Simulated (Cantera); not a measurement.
Feed: 1 mol Ti, 3 mol H2O, 1.9 mol H2, at 1052 °C and 0.100 bar.

These are equilibrium values from Cantera (NASA tables, ideal gas, pure condensed phases), not measurements of a reactor. Candidate condensed phases: H2O, Ti, TiO, TiO2, Ti2O3, Ti3O5, Ti4O7; 12 gas species. Gases not in the tables: TiO(OH)2. Rates play no part.

Base state: H2 0.796, H2O 0.204 (mole fractions); condensed: TiO2(rutile).

### Question
What changes in the equilibrium state with this change: temperature from 1052 °C to 1900 °C?

### Answer
| species | before | after |
|---|---|---|
| H2 | 0.796 | 0.734 |
| H2O | 0.204 | 0.253 |
| H | 4.61e-6 | 0.0131 |
| TiO2 | <1e-9 | 2.42e-5 |
| OH | 1.73e-8 | 0.000604 |
| TiO2(rutile), mol | 1.00 | 0 |
| Ti4O7(l), mol | 0 | 0.250 |
Condensed phases not in the tables: Magnéli phases beyond Ti4O7.
